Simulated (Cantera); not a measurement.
An isothermal, constant-pressure homogeneous reactor starts with H2 : O2 : N2 = 1.5 : 1 : 17 (molar parts), at 1050 K and 88000 Pa. Integrator tolerance rtol = 1e-08.

Computed with Cantera and GRI-Mech 3.0 (53 species, 325 reactions). The temperature is held fixed by assumption; the heat of reaction is taken as removed at once.

### Question
What does this change do: temperature 1050 to 900 K?

### Answer
```
quantity                                            before                                     after
----------------  ----------------------------------------  ----------------------------------------
x(H2) at 4.00 s   2.16e-8 (gas-phase equilibrium 2.69e-10)   0.0312 (gas-phase equilibrium 2.38e-12)
x(O2) at 4.00 s      0.0133 (gas-phase equilibrium 0.0133)     0.0286 (gas-phase equilibrium 0.0133)
x(OH) at 4.00 s    5.62e-8 (gas-phase equilibrium 1.36e-7)   2.02e-8 (gas-phase equilibrium 6.10e-9)
x(HO2) at 4.00 s  2.55e-9 (gas-phase equilibrium 2.18e-10)  1.22e-5 (gas-phase equilibrium 1.73e-11)
x(NO) at 4.00 s    7.50e-7 (gas-phase equilibrium 1.43e-5)  4.02e-12 (gas-phase equilibrium 2.51e-6)
x(NO2) at 4.00 s   2.91e-7 (gas-phase equilibrium 1.31e-7)  8.95e-12 (gas-phase equilibrium 6.90e-8)
```
Below about 950 K walls govern HO2 and H2O2 in real vessels.
